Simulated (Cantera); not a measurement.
Thermodynamics of metals in furnace atmospheres, feed Fe + H2O + N2

Input: 1 mol Fe, 8.4 mol H2O, 8.3 mol N2, at 352 °C and 2.00 bar.

Equilibrium computed with Cantera from the NASA thermochemical tables; the gas is ideal and each condensed phase is pure. Candidate condensed phases: Fe, FeO, Fe(OH)2, Fe(OH)3, Fe2O3, Fe3O4, H2O; 27 gas species. Rates play no part.

| Quantity | Value |
|---|---|
| x(N2) | 0.497 |
| x(H2O) | 0.424 |
| x(H2) | 0.0786 |
| x(NH3) | 0.000855 |
| n(Fe3O4(s)) | 0.333 mol |
| gas amount | 16.69 mol |
| log10 activity of Fe(α) (absent) | -2.54 |
| log10 activity of Fe(OH)2(s) (absent) | -3.67 |
| log10 activity of Fe(OH)3(s) (absent) | -7.58 |
